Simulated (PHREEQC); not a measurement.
Solution (90 °C): 0.001 mol FeSO4, 0.00027 mol ZnCl2 and 8.6e-05 mol Na2SO4 per kg of water. Closed to the air; pH follows from the charge balance.

Equilibrium calculation in PHREEQC: ion-association model, wateq4f.dat.

No solid was allowed to form.

Order these Zn species by the share of Zn that they hold, largest first: ZnOH+, ZnSO4, Zn+2, ZnCl+.

Zn+2 (84 %), ZnSO4 (14 %), ZnOH+ (1.1 %), ZnCl+ (0.94 %)

Order these S species by the share of S that they hold, largest first: HSO4-, SO4-2, ZnSO4, FeSO4.

SO4-2 (80 %), FeSO4 (17 %), ZnSO4 (3.4 %), HSO4- (0.13 %)

The pH is 5.40 and the ionic strength 0.00419 mol/kgw. Away from 25 °C the constants follow the database's enthalpies or fits; those with neither stay at their 25 °C values.
